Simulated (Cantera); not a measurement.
Input: 1 mol HBr, 2.5 mol H2, 0.89 mol O2, held at 1 atm.

Method: chemical equilibrium by Gibbs-energy minimisation in Cantera with the NASA 1993 tables (ideal gas, pure condensed phases). Candidate condensed phases: Br2, H2O; 12 gas species. Kinetics and transport are ignored. All values below are at 2148 K.

Base state: H2O 0.498, HBr 0.241, H2 0.220, Br 0.0384, H 0.00194, OH 0.000565, Br2 0.000130 (mole fractions); condensed: gas only.

Task: What changes in the equilibrium state with this change: HBr replaced by S?

Result: 
| species | before | after |
|---|---|---|
| H2O | 0.498 | 0.467 |
| H2 | 0.220 | 0.304 |
| S2 | 0 | 0.0993 |
| HBr | 0.241 | 0 |
| SO2 | 0 | 0.0476 |
| H2S | 0 | 0.0391 |
| Br | 0.0384 | 0 |
| SO | 0 | 0.0196 |
| SH | 0 | 0.0169 |
| S | 0 | 0.00246 |
| S2O | 0 | 0.00175 |
Further candidate phases: H2SO4, S.

Task: What changes in the equilibrium state with this change: H2 from 2.5 to 0.45 mol?

Result: 
```tsv
species	before	after
H2O	0.498	0.357
Br	0.0384	0.313
O2	3.37e-6	0.206
H2	0.220	0.000640
HBr	0.241	0.106
O	3.52e-6	0.000869
Br2	0.000130	0.00864
H	0.00194	0.000105
OH	0.000565	0.00753
```
